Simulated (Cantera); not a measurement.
Input: 1 mol Cr2O3, 2300 mol H2.

Equilibrium computed with Cantera from the NASA thermochemical tables; the gas is ideal and each condensed phase is pure. Candidate condensed phases: Cr, Cr2O3, H2O; 13 gas species. Mutual solubility and eutectic melting of coexisting phases are not modelled. Kinetics and transport are ignored.

Stable condensed phases, one row left out:

```
T in °C \ P in Pa
              10      32     100     320    1000    3200   10000   32000  100000  320000 1000000
   1800        A       A       A       A       A       A       A       A       A       B       B
   1750        A       A       A       A       A       A       A       A       A       B       B
   1700        A       A       A       A       A       A       A       A       B       B       B
   1650        A       A       A       A       A       A       A       A       B       B       B
   1600        A       A       A       A       A       A       A       B       B       B       B
   1550        A       A       A       A       A       A       A       B       B       B       B
   1450        A       A       A       A       A       A       B       B       B       B       B
   1400        A       A       A       A       A       B       B       B       B       B       B
   1350        A       A       A       A       B       B       B       B       B       B       B
   1300        A       A       A       B       B       B       B       B       B       B       B
   1250        A       A       A       B       B       B       B       B       B       B       B
   1200        A       C       D       D       D       D       D       D       D       D       D
```

A: gas only; B: Cr; C: Cr2O3; D: Cr + Cr2O3.

Q: Give the row for 1500 °C.

A: 10: gas only; 32: gas only; 100: gas only; 320: gas only; 1000: gas only; 3200: gas only; 10000: Cr; 32000: Cr; 100000: Cr; 320000: Cr; 1000000: Cr.
